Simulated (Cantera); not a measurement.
A perfectly stirred reactor is fed with N2O : N2 = 1 : 0.11 (molar parts), at 0.133 bar; it is held at 1350 K, and followed from long to short residence time.

Computed with Cantera and GRI-Mech 3.0 (53 species, 325 reactions). GRI-Mech 3.0 was tuned for natural gas; its chemistry of N2O as a main component is partial and can be far from experiment. The mechanism lacks the step 2 NO + O2 → 2 NO2, which can matter for NO2 below about 1400 K. The temperature is held fixed by assumption; the heat of reaction is taken as removed at once.

Task: What does this change do: pressure from 0.133 bar to 0.480 bar?

Result: 
```
quantity                before     after
---------------------  -------  --------
x(N2O) at τ = 0.510 s    0.517     0.268
x(N2) at τ = 0.510 s     0.328     0.481
x(O) at τ = 0.510 s    1.39e-5   1.09e-5
x(NO2) at τ = 0.510 s  5.20e-5  0.000271
x(NO) at τ = 0.510 s    0.0449    0.0658
x(N2O) at τ = 43.0 ms    0.847     0.738
x(N2) at τ = 43.0 ms     0.131     0.196
x(O) at τ = 43.0 ms    1.42e-5   1.36e-5
x(NO2) at τ = 43.0 ms  5.46e-6   7.09e-5
x(NO) at τ = 43.0 ms   0.00636    0.0190
```

Task: What does this change do: temperature 1350 to 1525 K?

Result: 
```csv
quantity,before,after
x(N2O) at τ = 0.510 s,0.517,0.112
x(N2) at τ = 0.510 s,0.328,0.550
x(O) at τ = 0.510 s,1.39e-5,7.85e-5
x(NO2) at τ = 0.510 s,5.20e-5,0.000128
x(NO) at τ = 0.510 s,0.0449,0.132
x(N2O) at τ = 43.0 ms,0.847,0.553
x(N2) at τ = 43.0 ms,0.131,0.296
x(O) at τ = 43.0 ms,1.42e-5,8.90e-5
x(NO2) at τ = 43.0 ms,5.46e-6,5.20e-5
x(NO) at τ = 43.0 ms,0.00636,0.0621
```

Task: What does this change do: N2O 1 to 0.1 parts?

Result: 
| quantity | before | after |
|---|---|---|
| x(N2O) at τ = 0.510 s | 0.517 | 0.291 |
| x(N2) at τ = 0.510 s | 0.328 | 0.621 |
| x(O) at τ = 0.510 s | 1.39e-5 | 1.39e-5 |
| x(NO2) at τ = 0.510 s | 5.20e-5 | 2.86e-5 |
| x(NO) at τ = 0.510 s | 0.0449 | 0.0253 |
| x(N2O) at τ = 43.0 ms | 0.847 | 0.452 |
| x(N2) at τ = 43.0 ms | 0.131 | 0.537 |
| x(O) at τ = 43.0 ms | 1.42e-5 | 1.42e-5 |
| x(NO2) at τ = 43.0 ms | 5.46e-6 | 2.90e-6 |
| x(NO) at τ = 43.0 ms | 0.00636 | 0.00339 |
